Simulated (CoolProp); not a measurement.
Aqueous calcium chloride as a coolant, 29 % by mass, freezing at -43.2 °C, 1 atm.

Model: Melinder's fits for secondary coolants, in CoolProp.

| T (°C) | conductivity (W/(m K)) | density (kg/m³) | cp (kJ/(kg K)) | viscosity (mPa s) |
|---|---|---|---|---|
| -14 | 0.515 | 1287 | 2.710 | 8.17 |
| -6.8 | 0.525 | 1284 | 2.729 | 6.38 |
| 0.5 | 0.535 | 1280 | 2.748 | ? |
| 7.7 | ? | 1277 | 2.767 | 4.24 |
| 14.9 | 0.555 | 1273 | ? | ? |
| 22.2 | 0.565 | 1269 | 2.806 | 3.07 |
| 29.4 | 0.575 | 1265 | ? | 2.66 |
| 36.6 | 0.585 | ? | 2.845 | 2.32 |

Question: Fill in the missing entries.

Answer: 
- 0.5, viscosity (mPa s): 5.13
- 7.7, conductivity (W/(m K)): 0.545
- 14.9, cp (kJ/(kg K)): 2.787
- 14.9, viscosity (mPa s): 3.58
- 29.4, cp (kJ/(kg K)): 2.826
- 36.6, density (kg/m³): 1261
